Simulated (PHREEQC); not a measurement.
A solution holds 8.2 mmol/kgw Ba(OH)2 and 3.9 mmol/kgw Zn(NO3)2, at 85 °C. Closed to the air; pH follows from the charge balance.

Equilibrium calculation in PHREEQC: ion-association model, wateq4f.dat.

No solid was allowed to form.

Predict the pH, ionic strength.

pH 10.39; ionic strength 0.0252 mol/kgw.

In which forms is Zn present?

Zn(OH)2 78 %, ZnOH+ 15 %, Zn(OH)3- 7.2 % of the Zn.

The solution is supersaturated, for example in Zincite(c) (slow to form), so a real one may precipitate; this is no full list. Complexes and solids missing from the database can't appear. Constants without temperature data keep their 25 °C values here.
